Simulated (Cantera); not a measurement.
A Cantera script and what it prints.

```python
import numpy as np
import cantera as ct

gas_names = """
    F F2 N NF NF2 NF3 N2 Si SiF SiF2 SiF3 SiF4 SiN Si2 Si2N Si3
""".split()
cond_names = """
    Si(cr) Si(L) Si3N4(a)
""".split()


def load(file, names, dense=False):
    # The tables refer to 1 bar. Condensed volumes are neglected.
    table = {s.name: s for s in ct.Species.list_from_file(file)}
    out = []
    for n in names:
        d = dict(table[n].input_data)
        d["thermo"] = dict(d["thermo"], **{"reference-pressure": 1e5})
        if dense:
            d["equation-of-state"] = {"model": "constant-volume", "density": "1e6 g/cm^3"}
        out.append(ct.Species.from_dict(d))
    return out


gas = ct.Solution(thermo="ideal-gas", species=load("nasa_gas.yaml", gas_names))
cond = {s.name: ct.Solution(thermo="fixed-stoichiometry", species=[s], name=s.name)
        for s in load("nasa_condensed.yaml", cond_names, dense=True)}
atoms = {
    'Si': {'Si': 1},
    'F2': {'F': 2},
    'N2': {'N': 2},
}
top_T = {'Si3N4(a)': 2400}  # K; cautious upper limits of use, not melting points


def equilibrate(T, P, feed):
    n = {}
    for name, mol in feed.items():
        for a, k in atoms[name].items():
            n[a] = n.get(a, 0.0) + k * mol
    gas.TPX = T, P, n
    mass = sum(n.values()) * gas.mean_molecular_weight
    gas.equilibrate("TP")
    valid = [c for c in cond.values() if c.min_temp <= T <= top_T.get(c.name, c.max_temp)]
    mix = ct.Mixture([(gas, mass / gas.mean_molecular_weight)] + [(c, 0.0) for c in valid])
    mix.T, mix.P = T, P
    mix.equilibrate("TP", solver="vcs", rtol=1e-11, max_steps=5000)
    return mix


results = []
feed = {'Si': 1, 'F2': 8.4, 'N2': 0.17}  # mol
T = 523  # K
P = 180  # Pa
mix = equilibrate(T, P, feed)
results.append((T, P, feed, dict(zip(mix.species_names, mix.species_moles))))
x = sorted(zip(gas.X, gas.species_names), reverse=True)
print(f"T = {T:g} K  P = {P:g} Pa  gas = {mix.phase_moles(0):.4g} mol")
print("   x: " + "  ".join(f"{s} {v:.3e}" for v, s in x if v > 1e-05))
print("   condensed (mol): " + ("  ".join(f"{mix.phase(i).name} {mix.phase_moles(i):.4g}"
      for i in range(1, mix.n_phases) if mix.phase_moles(i) > 1e-12) or "none"))
```

Output:

```
T = 523 K  P = 180 Pa  gas = 7.231 mol
   x: F2 8.144e-01  SiF4 1.383e-01  NF3 4.702e-02  F 2.747e-04
   condensed (mol): none
```

Equilibrium computed with Cantera from the NASA thermochemical tables; the gas is ideal and each condensed phase is pure.
